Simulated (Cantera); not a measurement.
A closed system holds: 1 mol Cr2O3, 150 mol H2, 3 mol N2, at 1.50 bar.

Cantera equilibrium calculation (NASA polynomials, part measured and part estimated; ideal gas, pure solids and liquids). Candidate condensed phases: Cr, CrN, Cr2N, Cr2O3, H2O; 29 gas species. Mutual solubility and eutectic melting of coexisting phases are not modelled. Rates play no part.

Task: Which condensed phases are stable at each of these points (T (°C)): 1350, 1425, 1500, 1575, 1650, 1725, 1800, 1875?

Result: 
| T (°C) | condensed phases | Cr condensed (%) |
|---|---|---|
| 1350 | Cr(s) + Cr2O3(s) | 100.0 |
| 1425 | Cr(s) + Cr2O3(s) | 99.9 |
| 1500 | Cr(s) + Cr2O3(s) | 99.7 |
| 1575 | Cr(s) + Cr2O3(s) | 99.1 |
| 1650 | Cr(s) + Cr2O3(s) | 97.6 |
| 1725 | Cr(s) + Cr2O3(s) | 94.2 |
| 1800 | Cr(s) + Cr2O3(s) | 86.9 |
| 1875 | Cr(l) | 72.5 |

From 1350 °C to 1800 °C the condensed part is Cr(s) + Cr2O3(s). At 1875 °C the condensed part is Cr(l).
